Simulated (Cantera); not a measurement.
A Cantera script and what it prints.

```python
import numpy as np
import cantera as ct

gas_names = """
    C CN CO CO2 C2 CCN CNC C2N2 C2O C3 C3O2 C4 C4N2 C5 Fe FeC5O5 FeO N NCO NO NO2 NO3 N2 N2O O O2 O3
""".split()
cond_names = """
    C(gr) Fe(a) Fe(c) Fe(d) Fe(L) FeC5O5(L) FeO(s) FeO(L) Fe2O3(s) Fe3O4(s)
""".split()


# ... load() reads the species with a 1 bar reference pressure and builds the phases ...
atoms = {
    'Fe3O4': {'Fe': 3, 'O': 4},
    'CO': {'C': 1, 'O': 1},
    'N2': {'N': 2},
}
top_T = {'C(gr)': 4500, 'Fe2O3(s)': 1830, 'Fe3O4(s)': 1870}  # K; cautious upper limits of use, not melting points


# ... equilibrate(T, P, feed) seeds the gas with the atoms and calls Mixture.equilibrate('TP', solver="vcs", rtol=1e-11, max_steps=5000) ...
results = []
feed = {'Fe3O4': 1, 'CO': 11, 'N2': 0.27}  # mol
P = 65000  # Pa
for T in [1075, 1175, 1275, 1375, 1475, 1575, 1675, 1775, 1875, 1975, 2075, 2175, 2275, 2375]:
    mix = equilibrate(T, P, feed)
    results.append((T, P, feed, dict(zip(mix.species_names, mix.species_moles))))

top = {s: max(r[3][s] / sum(r[3][g] for g in gas_names) for r in results) for s in gas_names}
cols = sorted((s for s in top if top[s] > 0.0001), key=lambda s: -top[s])[:7]
seen = [c for c in cond_names if any(r[3].get(c, 0) > 1e-12 for r in results)]
print("log10 of partial pressures in bar; condensed amounts in mol")
print(f"{'T/K':>10s}" + "".join(f"{s[:9]:>10s}" for s in cols + seen))
for T, P, feed, n in results:
    ng = sum(n[g] for g in gas_names)
    print(f"{T:10.4g}" + "".join(f"{np.log10(max(n[s] / ng * P / 1e5, 1e-99)):10.3f}" for s in cols)
          + "".join(f"{n.get(c, 0):10.4g}" for c in seen))
```

Output:

```
log10 of partial pressures in bar; condensed amounts in mol
       T/K        CO       CO2        N2        Fe       FeO     Fe(a)     Fe(c)     Fe(d)     Fe(L)    FeO(s)    FeO(L)
      1075    -0.287    -0.926    -1.808   -12.346   -16.521     1.055         0         0         0     1.945         0
      1175    -0.279    -0.964    -1.808   -10.677   -14.428    0.8822         0         0         0     2.118         0
      1275    -0.273    -0.995    -1.808    -9.277   -12.672         0    0.7534         0         0     2.247         0
      1375    -0.268    -1.023    -1.808    -8.086   -11.179         0    0.6452         0         0     2.355         0
      1475    -0.264    -1.048    -1.808    -7.059    -9.895         0    0.5526         0         0     2.447         0
      1575    -0.260    -1.071    -1.808    -6.165    -8.780         0    0.4727         0         0     2.527         0
      1675    -0.255    -1.102    -1.808    -5.382    -7.814         0         0    0.3719         0         0     2.628
      1775    -0.248    -1.157    -1.808    -4.691    -6.995         0         0    0.2071         0         0     2.793
      1875    -0.244    -1.195    -1.808    -4.091    -6.268         0         0         0    0.1051         0     2.894
      1975    -0.241    -1.223    -1.808    -3.562    -5.618         0         0         0   0.03268         0     2.963
      2075    -0.240    -1.234    -1.808    -3.103    -5.035         0         0         0         0         0     2.986
      2175    -0.242    -1.226    -1.809    -2.709    -4.510         0         0         0         0         0     2.965
      2275    -0.245    -1.210    -1.811    -2.361    -4.033         0         0         0         0         0     2.922
      2375    -0.252    -1.184    -1.814    -2.061    -3.600         0         0         0         0         0     2.843
```

Cantera equilibrium calculation (NASA polynomials, part measured and part estimated; ideal gas, pure solids and liquids). Each liquid is taken as pure. Mutual solubility and eutectic melting of coexisting phases are not modelled. The tables' stoichiometric FeO is somewhat more stable than real wüstite, so its field is too wide. FeO: taken at fixed stoichiometry.
